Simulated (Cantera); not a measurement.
A closed system holds: 1 mol SiCl4, 0.68 mol Cl2, 2.2 mol H2, held at 602 °C and 0.133 bar.

These are equilibrium values from Cantera (NASA tables, ideal gas, pure condensed phases), not measurements of a reactor. Candidate condensed phases: Si; 19 gas species. The numbers say what is thermodynamically allowed, not how fast it happens.

Base state: H2 0.391, HCl 0.351, SiCl4 0.257, SiHCl3 0.000627 (mole fractions); condensed: gas only.

Task: What changes in the equilibrium state with this change: SiCl4 replaced by Si?

Result: 
```csv
species,before,after
H2,0.391,0.851
SiCl4,0.257,0.106
SiHCl3,0.000627,0.0355
HCl,0.351,0.00556
SiH2Cl2,1.40e-7,0.00109
SiCl2,1.29e-8,4.63e-5
"Si(s), mol",0,0.639
```
The tables' values for SiCl3 are old estimates; treat these amounts as uncertain.

Task: What changes in the equilibrium state with this change: Cl2 from 0.68 to 1.4 mol?

Result: 
```json
[
 {"species": "HCl", "before": "0.351", "after": "0.609"},
 {"species": "SiCl4", "before": "0.257", "after": "0.217"},
 {"species": "H2", "before": "0.391", "after": "0.174"},
 {"species": "SiHCl3", "before": "0.000627", "after": "0.000136"}
]
```
